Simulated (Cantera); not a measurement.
A closed system holds: 1 mol TiO2, 0.36 mol H2, 2.6 mol H2O, equilibrated at 1173.15 K and 9.00 mbar.

Equilibrium computed with Cantera from the NASA thermochemical tables; the gas is ideal and each condensed phase is pure. Candidate condensed phases: H2O, Ti, TiO, TiO2, Ti2O3, Ti3O5, Ti4O7; 12 gas species. Kinetics and transport are ignored.

Base state: H2O 0.878, H2 0.122 (mole fractions); condensed: TiO2(rutile).

Task: What changes in the equilibrium state with this change: TiO2 replaced by CuO?

Result: 
| species | before | after |
|---|---|---|
| H2O | 0.878 | 0.977 |
| O2 | <1e-9 | 0.0231 |
| OH | 2.17e-8 | 1.20e-5 |
| H2 | 0.122 | 4.86e-7 |
| TiO2(rutile), mol | 1.00 | 0 |
| Cu2O(s), mol | 0 | 0.500 |
Further candidate phases: Cu, CuO, Cu(OH)2, Cu2O.
